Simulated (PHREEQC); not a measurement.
0.032 g of hydrous ferric oxide (600 m²/g; 0.2 weak and 0.005 strong sites per Fe, Dzombak-Morel constants, diffuse double layer) in 1 kg of water with 0.005 mol/kgw of an inert sodium salt and 4.3e-06 mol/kgw NiCl2, 2.1e-07 mol/kgw CuCl2 and 2.2e-05 mol/kgw PbCl2, at 25 °C; the pH is set by adding NaOH or the inert anion's acid. Oxygen alone is held at its pressure in air (log pO2 = -0.68). The system is closed to CO2. Precipitation was switched off in this run.

The series has 13 steps of pH, from 3 to 11.

The numbers come from PHREEQC with the ion-association model, wateq4f.dat.

### Question
Near which pH is half of the Ni sorbed, and on which side is more sorbed?

### Answer
Near pH 8.0, with more sorbed at higher pH.

### Question
Near which pH is half of the Cu sorbed, and on which side is more sorbed?

### Answer
Near pH 6.0, with more sorbed at higher pH.

### Question
Near which pH is half of the Pb sorbed, and on which side is more sorbed?

### Answer
Near pH 6.1, with more sorbed at higher pH.

Along this series the solution becomes supersaturated in solids that the run did not let form, among them Pb(OH)2, Ni(OH)2. The database's constant for dissolved Cu(OH)2 is higher than later reviews accept. The oxide is taken as insoluble; below pH 4 it would dissolve.
